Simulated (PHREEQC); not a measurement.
Make-up at 25 °C: 0.28 mol/kgw Li2SO4. Closed to the air; pH follows from the charge balance.

Model: ion-association model, phreeqc.dat, run in PHREEQC.

Each row changes one thing in this solution. Precipitation was switched off in this run.

```csv
case,ionic strength (mol/kgw),Li+ (mol/kgw),SO4-2 (mol/kgw),LiSO4- (mol/kgw),HSO4- (mol/kgw)
as made,0.681,0.480,0.201,0.0795,2.46e-7
diluted 2-fold with water,0.361,…,0.111,0.0292,1.95e-7
diluted 100-fold with water,0.00831,0.00555,0.00275,…,…
Li2SO4 from 0.28 to 0.42 mol/kgw,…,0.700,0.280,0.140,2.71e-7
temperature from 25 to 55 °C,0.690,0.485,0.205,…,9.94e-7
```

Question: Some entries are withheld; supply them.

Answer: 
- diluted 2-fold with water, Li+ (mol/kgw): 0.251
- diluted 100-fold with water, LiSO4- (mol/kgw): 4.61e-5
- diluted 100-fold with water, HSO4- (mol/kgw): 1.89e-8
- Li2SO4 from 0.28 to 0.42 mol/kgw, ionic strength (mol/kgw): 0.980
- temperature from 25 to 55 °C, LiSO4- (mol/kgw): 0.0752

The ionic strength passes 0.7 mol/kgw, the rough limit of the ion-association models, in Li2SO4 from 0.28 to 0.42 mol/kgw. Species that the database lacks are ignored. Constants without temperature data keep their 25 °C values here.
